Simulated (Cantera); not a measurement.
Input: 1 mol LiOH, 0.03 mol H2, equilibrated at 1152 °C and 2630 Torr.

These are equilibrium values from Cantera (NASA tables, ideal gas, pure condensed phases), not measurements of a reactor. Candidate condensed phases: H2O, Li, LiH, LiOH, Li2O; 17 gas species. Mutual solubility and eutectic melting of coexisting phases are not modelled. Equilibrium is a limit: real reactors are often held back by kinetics, nucleation or transport.

Base state: H2 0.622, H2O 0.373, LiOH 0.00475, Li2(OH)2 0.000281 (mole fractions); condensed: LiOH(l) + Li2O(s).

What changes in the equilibrium state with this change: temperature from 1152 °C to 1375 °C?


```tsv
species	before	after
H2O	0.373	0.622
H2	0.622	0.330
LiOH	0.00475	0.0459
Li2O	1.06e-7	1.05e-5
Li	3.35e-6	7.20e-5
H	2.88e-6	2.74e-5
Li2(OH)2	0.000281	0.00157
LiOH(l), mol	0.964	0.883
Li2O(s), mol	0.0180	0.0565
```
